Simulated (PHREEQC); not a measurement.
Solution (37 °C): 97 mmol/kgw NaH2PO4 and 55 mmol/kgw Na2CO3. Closed to the air; pH follows from the charge balance.

Model: ion-association model, wateq4f.dat, run in PHREEQC.

Question: The ionic strength comes out as 0.255 mol/kgw. What activity coefficients do Na+, HPO4-2, H2PO4-, HCO3-, NaCO3- get?

Answer: Na+ 0.73, HPO4-2 0.27, H2PO4- 0.73, HCO3- 0.73, NaCO3- 0.73.

No solid was allowed to form. H3PO4, which wateq4f.dat lacks, is added to it with the constant of phreeqc.dat. Away from 25 °C the constants follow the database's enthalpies or fits; those with neither stay at their 25 °C values.
